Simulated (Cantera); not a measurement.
Feed: 1 mol Si, 2.8 mol CO2, a varied amount of N2, held at 1.10 mbar.

Method: chemical equilibrium by Gibbs-energy minimisation in Cantera with the NASA 1993 tables (ideal gas, pure condensed phases). Candidate condensed phases: C, Si, SiC, SiO2, Si2N2O, Si3N4; 34 gas species. The tables hold silica as quartz up to 1696 K and as liquid above; real silica turns to tridymite and cristobalite and melts near 1996 K. Equilibrium is a limit: real reactors are often held back by kinetics, nucleation or transport.

**Question.** What condenses at these points (T in K, n(N2) in mol): (1875, 38); (1825, 130); (2075, 180); (1775, 84); (1725, 310)?

**Answer.** 
| T (K) | n(N2) in mol | condensed phases | Si condensed (%) |
|---|---|---|---|
| 1875 | 38 | SiO2 | 84.2 |
| 1825 | 130 | SiO2 | 79.8 |
| 2075 | 180 | gas only | 0.0 |
| 1775 | 84 | SiO2 | 93.6 |
| 1725 | 310 | SiO2 | 91.6 |
